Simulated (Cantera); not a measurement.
Feed: 1 mol Cu, 1.9 mol CO2, 19 mol H2, 0.69 mol O2, held at 2.60 mbar.

Method: chemical equilibrium by Gibbs-energy minimisation in Cantera with the NASA 1993 tables (ideal gas, pure condensed phases). Candidate condensed phases: C, C6H6, C7H8, C8H18, Cu, CuO, Cu(OH)2, Cu2O, H2O; 113 gas species. Rates play no part.

x: gas mole fraction; n: condensed amount in mol.

```tsv
T (K)	x H2	x H2O	x CO	x Cu	x CO2	n Cu(s)	n Cu(l)
1050	0.768	0.141	0.0748	4.05e-8	0.0161	1.000	0
1100	0.766	0.143	0.0768	2.29e-7	0.0141	1.000	0
1150	0.765	0.144	0.0784	1.11e-6	0.0125	1.000	0
1200	0.763	0.146	0.0798	4.72e-6	0.0111	1.000	0
1250	0.762	0.147	0.0809	1.78e-5	0.00997	1.000	0
1300	0.761	0.148	0.0819	6.07e-5	0.00903	0.999	0
1350	0.760	0.149	0.0827	0.000188	0.00823	0.996	0
1400	0.759	0.149	0.0833	0.000519	0.00755	0	0.989
1450	0.758	0.150	0.0838	0.00132	0.00696	0	0.972
1500	0.756	0.150	0.0842	0.00316	0.00645	0	0.934
1550	0.752	0.150	0.0842	0.00714	0.00600	0	[?]
1600	0.745	0.149	0.0839	0.0153	0.00558	0	[?]
1650	0.732	0.147	0.0828	0.0312	0.00517	0	[?]
```

Task: Some entries are withheld; supply them.

Result: 
- 1550, n Cu(l): 0.850
- 1600, n Cu(l): 0.675
- 1650, n Cu(l): 0.324
